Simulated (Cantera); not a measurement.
An adiabatic, constant-volume homogeneous reactor starts with H2 : O2 : N2 = 1 : 1.19 : 4.48 (molar parts), at 1175 K and 600000 Pa.

Cantera simulation using the H2/O2 subset of GRI-Mech 3.0, which has no nitrogen chemistry; the numbers are that mechanism's predictions, not measurements. The hydrogen kinetics of GRI-Mech 3.0 are dated; newer H2 mechanisms differ, most at raised pressure.

**Question.** Predict: time of steepest temperature rise; temperature at 1.00 s; equilibrium temperature; x(H2) at 1.00 s; x(O2) at 1.00 s; x(O) at 1.00 s; x(HO2) at 1.00 s; x(OH) at 1.00 s; x(H2O) at 1.00 s.

**Answer.** 
```json
{
  "time_of_steepest_temperature_rise": "29.5 µs",
  "temperature at 1.00 s": "2453 K",
  "equilibrium_temperature": "2453 K",
  "x(H2) at 1.00 s": "0.000660 (gas-phase equilibrium 0.000660)",
  "x(O2) at 1.00 s": "0.110 (gas-phase equilibrium 0.110)",
  "x(O) at 1.00 s": "0.00111 (gas-phase equilibrium 0.00111)",
  "x(HO2) at 1.00 s": "1.79e-5 (gas-phase equilibrium 1.79e-5)",
  "x(OH) at 1.00 s": "0.00719 (gas-phase equilibrium 0.00719)",
  "x(H2O) at 1.00 s": "0.157 (gas-phase equilibrium 0.157)"
}
```
